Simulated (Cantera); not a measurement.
A freely propagating, adiabatic, planar premixed flame of CH₃OH : O₂ : N₂ : H₂O = 1 : 1 : 3.76 : 0.29 (molar parts), equivalence ratio 1.5, unburnt at 350 K and 495 Torr; mixture-averaged transport, grid criteria slope 0.08 and curve 0.16, no radiation.

Computed with Cantera and GRI-Mech 3.0 (53 species, 325 reactions). GRI-Mech 3.0 was tuned for natural gas; its chemistry of methanol as a main component is partial and can be far from experiment. Burning velocities carry a grid error of a few per cent, more on coarse grids.

Problem. What does this change do: inlet temperature 350 to 323 K?

Solution. 
```json
[
 {"quantity": "laminar burning velocity", "before": "54.4 cm/s", "after": "47.7 cm/s"},
 {"quantity": "thermal thickness", "before": "0.450 mm", "after": "0.466 mm"},
 {"quantity": "peak x(CO)", "before": "0.104", "after": "0.104"},
 {"quantity": "peak x(CH₂CO)", "before": "1.44e-5", "after": "1.39e-5"}
]
```
